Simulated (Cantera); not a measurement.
Hydrocarbon pyrolysis for carbon deposition

An isothermal, constant-pressure homogeneous reactor starts with CH4 : H2 : N2 = 1 : 54 : 2.6 (molar parts), at 2000 K and 1.00 atm.

Detailed kinetics in Cantera: GRI-Mech 3.0 (53 species, 325 reactions). GRI-Mech 3.0 stops at C3 and has no aromatics, soot or wall deposition, so with more carbon than oxygen in the feed, carbon stays in small species such as C2H2 where larger ones or solid carbon would form.

```csv
t (s),x CH4,x H2,x C2H4,x C2H,x CH2
9.00e-6,0.0173,0.937,5.57e-8,<1e-12,1.44e-8
3.22e-5,0.0171,0.937,2.26e-6,4.21e-12,1.67e-7
0.000115,0.0167,0.936,2.65e-5,1.28e-9,8.62e-7
0.000413,0.0158,0.937,3.42e-5,1.51e-8,1.01e-6
0.00148,0.0132,0.938,3.32e-5,5.58e-8,8.60e-7
0.00530,0.00828,0.941,3.59e-5,1.33e-7,5.59e-7
0.0190,0.00363,0.943,4.40e-5,2.07e-7,2.53e-7
0.0679,0.00155,0.945,4.94e-5,2.40e-7,1.11e-7
0.243,0.00126,0.945,5.03e-5,2.45e-7,8.98e-8
0.871,0.00125,0.945,5.03e-5,2.45e-7,8.97e-8
3.12,0.00125,0.945,5.02e-5,2.45e-7,8.97e-8
11.2,0.00125,0.945,5.01e-5,2.44e-7,8.96e-8
40.0,0.00125,0.945,4.97e-5,2.42e-7,8.92e-8
```
x: mole fraction; the columns are a selection and need not sum to one.

Equilibrium at this temperature and pressure: CH4 0.000876, H2 0.945, C2H4 2.44e-5, C2H 1.19e-7, CH2 6.26e-8 (gas phase only).
